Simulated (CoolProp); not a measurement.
Vapour-liquid equilibrium of carbon dioxide (1) + 1-butene (2) at 222.1 K; x and y are mole fractions of (1).

Values from CoolProp's multi-fluid Helmholtz-energy mixture model, Span 1996 and Lemmon 2005; pair parameters Bell 2016.

| x | bubble pressure, mixture model (MPa) | bubble pressure, Raoult's law (MPa) | y, mixture model | y, Raoult's law |
|---|---|---|---|---|
| 0.05 | 0.05778 | 0.04380 | 0.804 | 0.746 |
| 0.125 | 0.1304 | 0.09195 | 0.918 | 0.889 |
| 0.2 | 0.2022 | 0.1401 | 0.950 | 0.933 |
| 0.275 | 0.2687 | 0.1883 | 0.964 | 0.955 |
| 0.35 | 0.3271 | 0.2364 | 0.973 | 0.968 |
| 0.425 | 0.3767 | 0.2846 | 0.978 | 0.976 |
| 0.5 | 0.4182 | 0.3327 | 0.981 | 0.982 |
| 0.575 | 0.4532 | 0.3808 | 0.984 | 0.987 |
| 0.65 | 0.4844 | 0.4290 | 0.986 | 0.990 |
| 0.725 | 0.5142 | 0.4771 | 0.988 | 0.993 |
| 0.8 | 0.5453 | 0.5253 | 0.991 | 0.996 |
| 0.875 | 0.5803 | 0.5734 | 0.994 | 0.997 |
| 0.95 | 0.6215 | 0.6216 | 0.997 | 0.999 |

The largest gap from Raoult's law is +44.3 % in bubble pressure, at x = 0.2. No azeotrope shows between x = 0.05 and 0.95.

The pair parameters rest on a limited set of measurements; away from them the model extrapolates.
